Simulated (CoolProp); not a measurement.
n-perfluorohexane along the isobar 464 kPa: Z from the reference equation and from simpler models built on Tc = 174.9 °C, pc = 1742 kPa, ω = 0.497; each cubic takes its own stable root.

Computed with CoolProp (reference Helmholtz-energy equation of state, Gao 2022).

| T (°C) | phase | reference |
|---|---|---|
| 48.85 | liquid | 0.03646 |
| 57.35 | liquid | 0.03612 |
| 65.85 | liquid | 0.03584 |
| 74.45 | liquid | 0.03562 |
| 82.95 | liquid | 0.03547 |
| 91.55 | liquid | 0.03540 |
| 100.05 | liquid | 0.03542 |
| 108.55 | liquid | 0.03554 |
| 117.15 | gas | 0.8209 |
| 125.65 | gas | 0.8372 |
| 134.15 | gas | 0.8513 |
| 142.75 | gas | 0.8639 |
| 151.25 | gas | 0.8748 |
| 159.75 | gas | 0.8846 |
| 168.35 | gas | 0.8934 |
| 176.85 | gas | 0.9013 |

Question: How far does each simpler model (van der Waals, Soave-Redlich-Kwong) lie from the reference over these 16 states: mean and median of the absolute difference, and the worst?

Answer: 
- van der Waals: mean 865.5 %, median 43.8 %, worst +2344.9 % at 108.55 °C and 464 kPa
- Soave-Redlich-Kwong: mean 8.9 %, median 8.1 %, worst +20.3 % at 108.55 °C and 464 kPa

At some of these states van der Waals gives the other phase, because its saturation line lies elsewhere.
